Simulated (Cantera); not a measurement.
# Adiabatic ignition

An adiabatic, constant-volume homogeneous reactor starts with H₂ : O₂ : N₂ = 0.46 : 0.98 : 3.69 (molar parts), at 1350 K and 4.93 atm.

Computed with Cantera and the H2/O2 subset of GRI-Mech 3.0, which has no nitrogen chemistry. The hydrogen kinetics of GRI-Mech 3.0 are dated; newer H2 mechanisms differ, most at raised pressure.

| t (s) | T (K) | P (bar) | x H₂ | x O₂ | x OH | x H | x O |
|---|---|---|---|---|---|---|---|
| 3.00e-6 | 1350 | 5.00 | 0.0896 | 0.191 | 3.65e-6 | 1.04e-5 | 5.11e-6 |
| 9.49e-6 | 2016 | 7.18 | 0.00168 | 0.148 | 0.00866 | 0.00153 | 0.00647 |
| 3.00e-5 | 2130 | 7.54 | 0.000111 | 0.152 | 0.00263 | 2.45e-5 | 0.000425 |
| 9.49e-5 | 2135 | 7.56 | 6.53e-5 | 0.152 | 0.00204 | 1.14e-5 | 0.000252 |
| 0.000300 | 2135 | 7.56 | 6.52e-5 | 0.152 | 0.00204 | 1.14e-5 | 0.000252 |
| 0.000949 | 2135 | 7.56 | 6.52e-5 | 0.152 | 0.00204 | 1.14e-5 | 0.000252 |
| 0.00300 | 2135 | 7.56 | 6.52e-5 | 0.152 | 0.00204 | 1.14e-5 | 0.000252 |
| 0.00949 | 2135 | 7.56 | 6.52e-5 | 0.152 | 0.00204 | 1.14e-5 | 0.000252 |
| 0.0300 | 2135 | 7.56 | 6.52e-5 | 0.152 | 0.00204 | 1.14e-5 | 0.000252 |
| 0.0949 | 2135 | 7.56 | 6.52e-5 | 0.152 | 0.00204 | 1.14e-5 | 0.000252 |
| 0.300 | 2135 | 7.56 | 6.52e-5 | 0.152 | 0.00204 | 1.14e-5 | 0.000252 |
| 0.949 | 2135 | 7.56 | 6.52e-5 | 0.152 | 0.00204 | 1.14e-5 | 0.000252 |
| 3.00 | 2135 | 7.56 | 6.52e-5 | 0.152 | 0.00204 | 1.14e-5 | 0.000252 |
x: mole fraction; the columns are a selection and need not sum to one.

The time of steepest temperature rise is 6.76 µs, the temperature at 3.00 s is 2135 K and the equilibrium temperature is 2135 K. The x(H₂) at 3.00 s comes out as 6.52e-5 (gas-phase equilibrium 6.52e-5) and the x(O₂) at 3.00 s comes out as 0.152 (gas-phase equilibrium 0.152). The x(OH) at 3.00 s is 0.00204 (gas-phase equilibrium 0.00204).
